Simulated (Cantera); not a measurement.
An adiabatic, constant-pressure homogeneous reactor starts with CO : H₂ : O₂ : N₂ = 1 : 0.061 : 0.332 : 1.25 (molar parts), equivalence ratio 1.6, at 975 K and 2.76 atm. Integrator tolerance rtol = 1e-08.

Model: GRI-Mech 3.0 (53 species, 325 reactions), integrated in Cantera. The hydrogen kinetics of GRI-Mech 3.0 are dated; newer H2 mechanisms differ, most at raised pressure.

Problem. What does this change do: initial temperature 975 to 1800 K?

Solution. 
```
quantity                                                            before                                    after
---------------------------------  ---------------------------------------  ---------------------------------------
time of steepest temperature rise                                  4.27 ms                                  8.04 µs
temperature at 0.200 s                                              2707 K                                   2994 K
equilibrium temperature                                             2707 K                                   2994 K
x(CO) at 0.200 s                       0.187 (gas-phase equilibrium 0.187)      0.232 (gas-phase equilibrium 0.232)
x(H₂) at 0.200 s                   0.00241 (gas-phase equilibrium 0.00241)  0.00269 (gas-phase equilibrium 0.00269)
x(O₂) at 0.200 s                   0.00613 (gas-phase equilibrium 0.00613)    0.0230 (gas-phase equilibrium 0.0230)
x(NO₂) at 0.200 s                  9.41e-7 (gas-phase equilibrium 9.41e-7)  4.07e-6 (gas-phase equilibrium 4.07e-6)
x(OH) at 0.200 s                   0.00384 (gas-phase equilibrium 0.00384)  0.00918 (gas-phase equilibrium 0.00918)
```

Problem. What does this change do: H2 0.061 to 0.077 parts?

Solution. 
```json
[
 {"quantity": "time of steepest temperature rise", "before": "4.27 ms", "after": "3.90 ms"},
 {"quantity": "temperature at 0.200 s", "before": "2707 K", "after": "2703 K"},
 {"quantity": "equilibrium temperature", "before": "2707 K", "after": "2703 K"},
 {"quantity": "x(CO) at 0.200 s", "before": "0.187 (gas-phase equilibrium 0.187)", "after": "0.190 (gas-phase equilibrium 0.190)"},
 {"quantity": "x(H₂) at 0.200 s", "before": "0.00241 (gas-phase equilibrium 0.00241)", "after": "0.00318 (gas-phase equilibrium 0.00318)"},
 {"quantity": "x(O₂) at 0.200 s", "before": "0.00613 (gas-phase equilibrium 0.00613)", "after": "0.00544 (gas-phase equilibrium 0.00544)"},
 {"quantity": "x(NO₂) at 0.200 s", "before": "9.41e-7 (gas-phase equilibrium 9.41e-7)", "after": "8.32e-7 (gas-phase equilibrium 8.32e-7)"},
 {"quantity": "x(OH) at 0.200 s", "before": "0.00384 (gas-phase equilibrium 0.00384)", "after": "0.00416 (gas-phase equilibrium 0.00416)"}
]
```

Problem. What does this change do: pressure from 2.76 atm to 9.87 atm?

Solution. 
```tsv
quantity	before	after
time of steepest temperature rise	4.27 ms	5.07 ms
temperature at 0.200 s	2707 K	2769 K
equilibrium temperature	2707 K	2769 K
x(CO) at 0.200 s	0.187 (gas-phase equilibrium 0.187)	0.180 (gas-phase equilibrium 0.180)
x(H₂) at 0.200 s	0.00241 (gas-phase equilibrium 0.00241)	0.00230 (gas-phase equilibrium 0.00230)
x(O₂) at 0.200 s	0.00613 (gas-phase equilibrium 0.00613)	0.00340 (gas-phase equilibrium 0.00340)
x(NO₂) at 0.200 s	9.41e-7 (gas-phase equilibrium 9.41e-7)	1.03e-6 (gas-phase equilibrium 1.03e-6)
x(OH) at 0.200 s	0.00384 (gas-phase equilibrium 0.00384)	0.00290 (gas-phase equilibrium 0.00290)
```
